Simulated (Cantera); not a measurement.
An isothermal, constant-pressure homogeneous reactor starts with 19.6 % NO, 80.4 % N2, at 1948 K and 13300 Pa.

Cantera simulation using GRI-Mech 3.0 (53 species, 325 reactions); the numbers are that mechanism's predictions, not measurements.

Question: Predict: x(NO) at 4.00 s; x(NO2) at 4.00 s; x(O) at 4.00 s; x(O2) at 4.00 s; x(N2O) at 4.00 s; x(N2) at 4.00 s.

Answer: 
| Property | Value |
|---|---|
| x(NO) at 4.00 s | 0.141 (gas-phase equilibrium 0.00478) |
| x(NO2) at 4.00 s | 3.56e-5 (gas-phase equilibrium 2.22e-6) |
| x(O) at 4.00 s | 0.000214 (gas-phase equilibrium 0.000378) |
| x(O2) at 4.00 s | 0.0272 (gas-phase equilibrium 0.0954) |
| x(N2O) at 4.00 s | 8.17e-6 (gas-phase equilibrium 1.05e-7) |
| x(N2) at 4.00 s | 0.831 (gas-phase equilibrium 0.899) |
